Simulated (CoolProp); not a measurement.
Vapour-liquid equilibrium of isopentane (1) + R365MFC (2) at 3.77 bar; x and y are mole fractions of (1).

The numbers come from the multi-fluid Helmholtz-energy mixture model, Lemmon 2006 and Lemmon 2016; pair parameters Bell 2016 in CoolProp.

| x | bubble temperature, mixture model (K) | bubble temperature, Raoult's law (K) | y, mixture model | y, Raoult's law |
|---|---|---|---|---|
| 0.05 | ___ | 355.2 | 0.140 | 0.064 |
| 0.2 | ___ | 353.6 | 0.389 | 0.245 |
| 0.35 | 339.8 | 352.0 | 0.510 | 0.413 |
| 0.5 | 338.3 | 350.4 | 0.582 | 0.567 |
| 0.65 | 337.9 | 348.9 | ___ | 0.710 |
| 0.8 | ___ | 347.3 | 0.724 | 0.841 |
| 0.95 | 342.5 | 345.8 | ___ | 0.962 |

**Question.** Some entries are withheld; supply them.

**Answer.** 
- 0.05, bubble temperature, mixture model (K): 351.4
- 0.2, bubble temperature, mixture model (K): 343.4
- 0.65, y, mixture model: 0.643
- 0.8, bubble temperature, mixture model (K): 338.6
- 0.95, y, mixture model: 0.893

The largest gap from Raoult's law is -12.2 K in bubble temperature, at x = 0.35. y crosses x between x = 0.5 and 0.65: the model has an azeotrope there.

Pair parameters are fitted to limited data, so mixtures are less certain than the pure fluids.
